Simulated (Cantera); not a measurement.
A perfectly stirred reactor is fed with H2 : O2 : N2 = 0.48 : 1 : 1.2 (molar parts), equivalence ratio 0.24, at 3.38 Torr; it is held at 1025 K, and followed from long to short residence time.

Detailed kinetics in Cantera: the H2/O2 subset of GRI-Mech 3.0, which has no nitrogen chemistry. Radical loss at walls, strong at low pressure, is not modelled. The temperature is held fixed by assumption; the heat of reaction is taken as removed at once.

### Question
What does this change do: pressure from 3.38 Torr to 29.3 Torr?

### Answer
| quantity | before | after |
|---|---|---|
| x(H2) at τ = 1.30 s | 0.00270 | 0.000731 |
| x(O2) at τ = 1.30 s | 0.309 | 0.311 |
| x(HO2) at τ = 1.30 s | 2.06e-6 | 8.24e-6 |
| x(O) at τ = 1.30 s | 0.00510 | 0.000307 |
| x(OH) at τ = 1.30 s | 0.00157 | 0.000345 |
| x(H2) at τ = 51.0 ms | 0.0145 | 0.00496 |
| x(O2) at τ = 51.0 ms | 0.301 | 0.311 |
| x(HO2) at τ = 51.0 ms | 1.94e-6 | 1.64e-5 |
| x(O) at τ = 51.0 ms | 0.0226 | 0.00227 |
| x(OH) at τ = 51.0 ms | 0.00352 | 0.00118 |
